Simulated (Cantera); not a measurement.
Input (Python, Cantera):

```python
import numpy as np
import cantera as ct

gas = ct.Solution("h2o2.yaml")
gas.TPX = 1400, 13332, {'H2': 0.66, 'O2': 1, 'N2': 12}
reactor = ct.IdealGasConstPressureReactor(gas, energy="off", clone=False)
net = ct.ReactorNet([reactor])
net.rtol, net.atol = 1e-08, 1e-18
show = ['H2', 'O2', 'HO2', 'H', 'OH', 'H2O2']
times = np.geomspace(8e-05, 2, 11)

steps = ct.SolutionArray(gas, extra=["t"])
rows = []
print(f"{'t/s':>10s}{'T/K':>9s}{'P/Pa':>11s}" + "".join(f"{s:>11s}" for s in show))
for t in times:
    while net.time < t:
        t_next = net.step()
        steps.append(gas.state, t=t_next)
    rows.append([np.interp(t, steps.t, y) for y in (steps.T, steps.P, *steps(*show).X.T)])
    print(f"{t:10.3e}{rows[-1][0]:9.1f}{rows[-1][1]:11.4g}" + "".join(f"{x:11.3e}" for x in rows[-1][2:]))
rate = np.gradient(steps.T, steps.t)
print("integrator steps:", len(steps.t))
if steps.T.max() > steps.T[0] + 200:
    print(f"time of steepest temperature rise: {steps.t[rate.argmax()]:.4e} s")
gas.TPX = 1400, 13332, {'H2': 0.66, 'O2': 1, 'N2': 12}
gas.equilibrate("TP")
print(f"equilibrium (TP): T = {gas.T:.1f} K  " + "  ".join(f"{s} {gas[s].X[0]:.3e}" for s in show))
```

It prints:

```
       t/s      T/K       P/Pa         H2         O2        HO2          H         OH       H2O2
 8.000e-05   1400.0  1.333e+04  4.832e-02  7.321e-02  6.731e-08  2.751e-07  7.156e-08  3.786e-10
 2.202e-04   1400.0  1.333e+04  4.819e-02  7.314e-02  6.079e-07  6.197e-05  1.643e-05  3.662e-09
 6.063e-04   1400.0  1.333e+04  4.223e-03  4.896e-02  2.269e-06  1.807e-02  3.058e-03  1.885e-07
 1.669e-03   1400.0  1.333e+04  3.470e-03  4.900e-02  2.291e-06  1.248e-02  2.785e-03  1.965e-07
 4.595e-03   1400.0  1.333e+04  2.033e-03  4.924e-02  2.229e-06  4.836e-03  2.131e-03  1.916e-07
 1.265e-02   1400.0  1.333e+04  5.566e-04  4.975e-02  1.674e-06  6.272e-04  1.112e-03  1.219e-07
 3.482e-02   1400.0  1.333e+04  7.675e-05  5.011e-02  5.847e-07  3.130e-05  4.130e-04  4.059e-08
 9.586e-02   1400.0  1.333e+04  1.134e-05  5.021e-02  1.230e-07  1.797e-06  1.599e-04  1.059e-08
 2.639e-01   1400.0  1.333e+04  2.426e-06  5.024e-02  3.206e-08  1.807e-07  7.444e-05  3.019e-09
 7.265e-01   1400.0  1.333e+04  7.112e-07  5.025e-02  1.501e-08  2.900e-08  4.045e-05  1.033e-09
 2.000e+00   1400.0  1.333e+04  3.249e-07  5.026e-02  1.308e-08  9.019e-09  2.735e-05  5.217e-10
integrator steps: 1801
equilibrium (TP): T = 1400.0 K  H2 2.750e-07  O2 5.026e-02  HO2 1.315e-08  H 7.034e-09  OH 2.515e-05  H2O2 4.531e-10
```

Computed with Cantera and the H2/O2 subset of GRI-Mech 3.0, which has no nitrogen chemistry. The temperature is held fixed by assumption; the heat of reaction is taken as removed at once.
